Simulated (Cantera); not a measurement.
What does this Cantera script print?

```python
import numpy as np
import cantera as ct

gas = ct.Solution("gri30.yaml")
gas.TPX = 900, 1333, {'H2': 0.2, 'O2': 1}
reactor = ct.IdealGasConstPressureReactor(gas, energy="off", clone=False)
net = ct.ReactorNet([reactor])
net.rtol, net.atol = 1e-08, 1e-18
show = ['H2', 'O2', 'H2O2', 'HO2', 'OH', 'H']
times = np.geomspace(0.0003, 20, 12)

steps = ct.SolutionArray(gas, extra=["t"])
rows = []
print(f"{'t/s':>10s}{'T/K':>9s}{'P/Pa':>11s}" + "".join(f"{s:>11s}" for s in show))
for t in times:
    while net.time < t:
        t_next = net.step()
        steps.append(gas.state, t=t_next)
    rows.append([np.interp(t, steps.t, y) for y in (steps.T, steps.P, *steps(*show).X.T)])
    print(f"{t:10.3e}{rows[-1][0]:9.1f}{rows[-1][1]:11.4g}" + "".join(f"{x:11.3e}" for x in rows[-1][2:]))
rate = np.gradient(steps.T, steps.t)
print("integrator steps:", len(steps.t))
if steps.T.max() > steps.T[0] + 200:
    print(f"time of steepest temperature rise: {steps.t[rate.argmax()]:.4e} s")
gas.TPX = 900, 1333, {'H2': 0.2, 'O2': 1}
gas.equilibrate("TP")
print(f"equilibrium (TP): T = {gas.T:.1f} K  " + "  ".join(f"{s} {gas[s].X[0]:.3e}" for s in show))
```

Result:

```
       t/s      T/K       P/Pa         H2         O2       H2O2        HO2         OH          H
 3.000e-04    900.0       1333  1.667e-01  8.333e-01  1.295e-15  1.966e-11  2.558e-12  2.074e-11
 8.235e-04    900.0       1333  1.667e-01  8.333e-01  1.009e-14  5.753e-11  1.819e-11  1.224e-10
 2.260e-03    900.0       1333  1.667e-01  8.333e-01  1.234e-13  4.701e-10  1.020e-09  6.610e-09
 6.205e-03    900.0       1333  1.660e-01  8.330e-01  3.761e-09  6.558e-06  4.670e-05  2.972e-04
 1.703e-02    900.0       1333  4.738e-03  8.111e-01  5.731e-07  1.984e-05  1.676e-03  6.193e-03
 4.675e-02    900.0       1333  5.533e-04  8.178e-01  3.272e-07  7.892e-06  2.135e-04  5.531e-05
 1.283e-01    900.0       1333  1.174e-04  8.181e-01  1.770e-07  2.535e-06  7.406e-05  3.054e-06
 3.523e-01    900.0       1333  2.174e-05  8.182e-01  8.344e-08  6.681e-07  3.261e-05  2.438e-07
 9.670e-01    900.0       1333  2.926e-06  8.182e-01  3.588e-08  1.394e-07  1.460e-05  1.900e-08
 2.654e+00    900.0       1333  2.793e-07  8.182e-01  1.490e-08  2.888e-08  6.698e-06  1.661e-09
 7.286e+00    900.0       1333  2.328e-08  8.182e-01  6.292e-09  7.262e-09  3.335e-06  1.975e-10
 2.000e+01    900.0       1333  3.861e-09  8.182e-01  2.769e-09  2.223e-09  1.804e-06  3.125e-11
integrator steps: 1542
equilibrium (TP): T = 900.0 K  H2 5.605e-12  O2 8.182e-01  H2O2 1.292e-11  HO2 2.002e-10  OH 7.337e-08  H 2.413e-15
```

Detailed kinetics in Cantera: GRI-Mech 3.0 (53 species, 325 reactions). Radical loss at walls, strong at low pressure, is not modelled. Below about 950 K walls govern HO2 and H2O2 in real vessels. The temperature is held fixed by assumption; the heat of reaction is taken as removed at once.
